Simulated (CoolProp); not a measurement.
Normal hydrogen at 222.75 K and 1.31 MPa flows at 15 m/s in a round tube of 6 mm bore and 1.5 µm roughness, fully developed (64/Re and Nu = 3.66 if laminar; Colebrook and Gnielinski if turbulent). Each further row changes one setting.

Model: reference Helmholtz-energy equation of state, Leachman 2009, in CoolProp.

| case | Reynolds number | Darcy friction factor | pressure drop (Pa/m) | heat-transfer coefficient (W/(m² K)) | mass flow (kg/h) |
|---|---|---|---|---|---|
| as stated | ___ | 0.0273 | 723 | ___ | 2.16 |
| velocity 30 m/s | 34900 | 0.0234 | ___ | 1980 | ___ |
| diameter 12 mm | 34900 | ___ | 305 | 972 | ___ |

Problem. Some entries are withheld; supply them.

Solution. 
- as stated, Reynolds number: 17500
- as stated, heat-transfer coefficient (W/(m² K)): 1130
- velocity 30 m/s, pressure drop (Pa/m): 2480
- velocity 30 m/s, mass flow (kg/h): 4.32
- diameter 12 mm, Darcy friction factor: 0.0230
- diameter 12 mm, mass flow (kg/h): 8.63

Viscosity comes from a separate model (Muzny 2013). Thermal conductivity comes from a separate model (Assael 2011).
